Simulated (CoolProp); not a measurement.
Computed with CoolProp (reference Helmholtz-energy equation of state, Span 2003). It is a short technical equation, of lower accuracy than the large ones.

Problem. Give the vapour pressure (bar), vapour density (kg/m³), liquid cp (kJ/(kg K)), liquid viscosity (µPa s) of saturated n-heptane at 159.25, 173.75, 188.15 °C.

Solution. 
```
T (°C)  p (bar)  vapour density (kg/m³)  liquid cp (kJ/(kg K))  liquid viscosity (µPa s)
------  -------  ----------------------  ---------------------  ------------------------
159.25     4.55                    14.9                   2.88                       123
173.75     6.08                    20.1                   2.98                       110
188.15     7.96                    26.8                   3.08                      97.8
```

Viscosity comes from a separate model (Michailidou 2014).
